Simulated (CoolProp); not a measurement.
CH2F2 (R32) at 262.25 K and 9.21 MPa flows at 0.41 m/s in a round tube of 6 mm bore and 1.5 µm roughness, fully developed (64/Re and Nu = 3.66 if laminar; Colebrook and Gnielinski if turbulent). Each further row changes one setting.

Values from CoolProp's reference Helmholtz-energy equation of state, Tillner-Roth 1997.

| case | Reynolds number | Darcy friction factor | pressure drop (Pa/m) | heat-transfer coefficient (W/(m² K)) | mass flow (kg/h) |
|---|---|---|---|---|---|
| as stated | (withheld) | (withheld) | 448 | (withheld) | (withheld) |
| velocity 0.82 m/s | 28500 | (withheld) | 1530 | (withheld) | (withheld) |
| diameter 12 mm | 28500 | 0.0241 | 188 | 1600 | (withheld) |

Q: Some entries are withheld; supply them.

A: 
- as stated, Reynolds number: 14200
- as stated, Darcy friction factor: 0.0286
- as stated, heat-transfer coefficient (W/(m² K)): 1790
- as stated, mass flow (kg/h): 46.6
- velocity 0.82 m/s, Darcy friction factor: 0.0244
- velocity 0.82 m/s, heat-transfer coefficient (W/(m² K)): 3230
- velocity 0.82 m/s, mass flow (kg/h): 93.2
- diameter 12 mm, mass flow (kg/h): 186

Viscosity comes from a separate model (Bell 2016), an estimate that may be off by 10 % or more. Thermal conductivity comes from a separate model (Huber 2003), an estimate that may be off by 10 % or more.
